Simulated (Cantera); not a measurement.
Mixture: 6.27 % CH4, 2.51 % CO, 19.2 % O2, 72.1 % N2, at 0.701 atm, adiabatic and at constant pressure. Ignition delay is the time to a rise of 400 K.

Model: GRI-Mech 3.0 (53 species, 325 reactions), integrated in Cantera.

Question: At T0 = 1200 K, what is the delay, and which 8 reactions control it most (d ln τ / d ln k, from doubling and halving each rate constant)?

Answer: The delay is 56.3 ms.
```json
[
 {"reaction": "2 CH3 (+M) <=> C2H6 (+M)", "d ln τ / d ln k": "0.71", "faster rate": "lengthens it"},
 {"reaction": "CH3 + O2 <=> CH2O + OH", "d ln τ / d ln k": "-0.48", "faster rate": "shortens it"},
 {"reaction": "CH3 + O2 <=> CH3O + O", "d ln τ / d ln k": "-0.45", "faster rate": "shortens it"},
 {"reaction": "CH3 + HO2 <=> CH3O + OH", "d ln τ / d ln k": "-0.35", "faster rate": "shortens it"},
 {"reaction": "H + O2 <=> O + OH", "d ln τ / d ln k": "-0.34", "faster rate": "shortens it"},
 {"reaction": "CH4 + H <=> CH3 + H2", "d ln τ / d ln k": "0.30", "faster rate": "lengthens it"},
 {"reaction": "CH2O + O2 <=> HCO + HO2", "d ln τ / d ln k": "-0.29", "faster rate": "shortens it"},
 {"reaction": "CH4 + OH <=> CH3 + H2O", "d ln τ / d ln k": "0.25", "faster rate": "lengthens it"}
]
```
